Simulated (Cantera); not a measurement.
# Equilibrium for silicon oxide and oxynitride deposition: Si2H6 + N2O + N2

A closed system holds: 1 mol Si2H6, 3.4 mol N2O, 190 mol N2, equilibrated at 0.00620 bar.

Equilibrium computed with Cantera from the NASA thermochemical tables; the gas is ideal and each condensed phase is pure. Candidate condensed phases: H2O, Si, SiO2, Si2N2O, Si3N4; 35 gas species. The feed counts by its element totals alone. Mutual solubility and eutectic melting of coexisting phases are not modelled. The tables hold silica as quartz up to 1696 K and as liquid above; real silica turns to tridymite and cristobalite and melts near 1996 K. Rates play no part.

From 300 °C to 500 °C the condensed part is SiO2(α-quartz) + Si2N2O(s). From 600 °C to 1200 °C the condensed part is SiO2(β-quartz) + Si2N2O(s). From 1300 °C to 1400 °C the condensed part is SiO2(β-quartz). From 1500 °C to 1600 °C the condensed part is SiO2(condensed).

| T (°C) | x N2 | x H2 | x SiO | x H2O | x H | x OH | x NO | x SiO2 | n SiO2(α-quartz) | n Si2N2O(s) | n SiO2(β-quartz) | n SiO2(condensed) |
|---|---|---|---|---|---|---|---|---|---|---|---|---|
| 300 | 0.985 | 0.0153 | <1e-12 | 7.62e-9 | <1e-12 | <1e-12 | <1e-12 | <1e-12 | 1.60 | 0.200 | 0 | 0 |
| 400 | 0.985 | 0.0153 | <1e-12 | 3.21e-8 | <1e-12 | <1e-12 | <1e-12 | <1e-12 | 1.60 | 0.200 | 0 | 0 |
| 500 | 0.985 | 0.0153 | <1e-12 | 9.11e-8 | 1.43e-12 | <1e-12 | <1e-12 | <1e-12 | 1.60 | 0.200 | 0 | 0 |
| 600 | 0.985 | 0.0153 | <1e-12 | 1.99e-7 | 7.35e-11 | <1e-12 | <1e-12 | <1e-12 | 0 | 0.200 | 1.60 | 0 |
| 700 | 0.985 | 0.0153 | <1e-12 | 3.63e-7 | 1.70e-9 | <1e-12 | <1e-12 | <1e-12 | 0 | 0.200 | 1.60 | 0 |
| 800 | 0.985 | 0.0153 | 1.93e-10 | 5.89e-7 | 2.20e-8 | <1e-12 | <1e-12 | <1e-12 | 0 | 0.200 | 1.60 | 0 |
| 900 | 0.985 | 0.0153 | 2.48e-8 | 8.73e-7 | 1.85e-7 | <1e-12 | <1e-12 | <1e-12 | 0 | 0.200 | 1.60 | 0 |
| 1000 | 0.985 | 0.0153 | 1.47e-6 | 1.21e-6 | 1.12e-6 | 1.02e-12 | <1e-12 | <1e-12 | 0 | 0.200 | 1.60 | 0 |
| 1100 | 0.985 | 0.0153 | 4.72e-5 | 1.60e-6 | 5.23e-6 | 9.78e-12 | <1e-12 | 4.26e-12 | 0 | 0.197 | 1.60 | 0 |
| 1200 | 0.984 | 0.0153 | 0.000940 | 2.03e-6 | 1.98e-5 | 6.86e-11 | 5.76e-12 | 1.44e-10 | 0 | 0.139 | 1.54 | 0 |
| 1300 | 0.982 | 0.0152 | 0.00306 | 1.03e-5 | 6.36e-5 | 1.55e-9 | 1.73e-10 | 3.11e-9 | 0 | 0 | 1.40 | 0 |
| 1400 | 0.982 | 0.0150 | 0.00316 | 0.000115 | 0.000177 | 6.52e-8 | 9.33e-9 | 4.60e-8 | 0 | 0 | 1.38 | 0 |
| 1500 | 0.981 | 0.0142 | 0.00382 | 0.000772 | 0.000431 | 1.45e-6 | 2.65e-7 | 4.87e-7 | 0 | 0 | 0 | 1.25 |
| 1600 | 0.978 | 0.0119 | 0.00587 | 0.00281 | 0.000895 | 1.64e-5 | 3.98e-6 | 3.95e-6 | 0 | 0 | 0 | 0.839 |
x: gas mole fraction; n: condensed amount in mol.
